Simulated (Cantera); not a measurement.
Feed: 1 mol Fe₂O₃, 5.7 mol CO, 0.14 mol N₂, at 875 °C and 1330 Pa.

Cantera equilibrium calculation (NASA polynomials, part measured and part estimated; ideal gas, pure solids and liquids). Candidate condensed phases: C, Fe, Fe(CO)₅, FeO, Fe₂O₃, Fe₃O₄; 27 gas species. The tables' stoichiometric FeO is somewhat more stable than real wüstite, so its field is too wide. FeO: taken at fixed stoichiometry. Rates play no part.

Base state: CO 0.805, CO₂ 0.171, N₂ 0.0240 (mole fractions); condensed: FeO(s).

Q: What changes in the equilibrium state with this change: temperature from 875 °C to 1727 °C?

A: 
```csv
species,before,after
CO,0.805,0.783
CO₂,0.171,0.181
N₂,0.0240,0.0237
Fe,<1e-9,0.0121
FeO,<1e-9,0.000256
O,<1e-9,1.54e-5
"FeO(s), mol",2.00,0
"FeO(l), mol",0,1.93
```

Q: What changes in the equilibrium state with this change: temperature from 875 °C to 2077 °C?

A: 
| species | before | after |
|---|---|---|
| CO | 0.805 | 0.558 |
| CO₂ | 0.171 | 0.265 |
| Fe | <1e-9 | 0.133 |
| FeO | <1e-9 | 0.0148 |
| N₂ | 0.0240 | 0.0200 |
| O₂ | <1e-9 | 0.00423 |
| O | <1e-9 | 0.00372 |
| FeO(s), mol | 2.00 | 0 |
| FeO(l), mol | 0 | 0.974 |
